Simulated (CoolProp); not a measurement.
Computed with CoolProp (reference Helmholtz-energy equation of state, Lemmon 2006). It is a short technical equation, of lower accuracy than the large ones.

Q: Give the vapour pressure (MPa), enthalpy of vaporisation (kJ/kg), vapour Z, surface tension (mN/m) of saturated carbon monoxide at -173.55, -169.95, -152.25 °C.

A: 
| T (°C) | p (MPa) | enthalpy of vaporisation (kJ/kg) | vapour Z | surface tension (mN/m) |
|---|---|---|---|---|
| -173.55 | 0.528 | 185 | 0.868 | 5.80 |
| -169.95 | 0.685 | 178 | 0.841 | 5.08 |
| -152.25 | 1.97 | 125 | 0.656 | 1.79 |

Surface tension comes from a separate correlation (Mulero 2012).
